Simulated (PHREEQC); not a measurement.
AlCl3 is added in steps, without added water, to 1 kg of water holding 32 mmol/kgw HCl, 0.22 mmol/kgw LiCl and 0.16 mmol/kgw NiSO4, at 20 °C. Oxygen alone is held at its pressure in air (log pO2 = -0.68). The system is closed to CO2. The run lets Boehmite, Ni(OH)2, Ni4(OH)6SO4, Basaluminite, Morenosite precipitate or redissolve, and no other solid.

Base run: PHREEQC, ion-association model, wateq4f.dat. Each further column changes one thing. The table gives pH.

| AlCl3 added (mol) | base | Debye-Hückel limiting law | Davies equation for every ion | all activity coefficients set to 1 |
|---|---|---|---|---|
| 0 | 1.56 | 1.59 | 1.57 | 1.50 |
| 0.0048 | 1.57 | 1.62 | 1.59 | 1.50 |
| 0.0096 | 1.58 | ___ | 1.60 | 1.50 |
| 0.0168 | 1.58 | 1.68 | 1.61 | 1.49 |
| 0.0216 | 1.59 | 1.70 | 1.62 | 1.49 |
| 0.0264 | 1.59 | ___ | 1.62 | 1.49 |
| 0.0312 | 1.59 | ___ | 1.62 | 1.49 |
| 0.0384 | 1.60 | 1.75 | 1.63 | 1.49 |
| 0.0432 | 1.60 | 1.77 | 1.63 | 1.49 |
| 0.048 | 1.60 | 1.78 | 1.63 | 1.49 |

Problem. Some entries are withheld; supply them.

Solution. 
- 0.0096, Debye-Hückel limiting law: 1.65
- 0.0264, Debye-Hückel limiting law: 1.72
- 0.0312, Debye-Hückel limiting law: 1.73
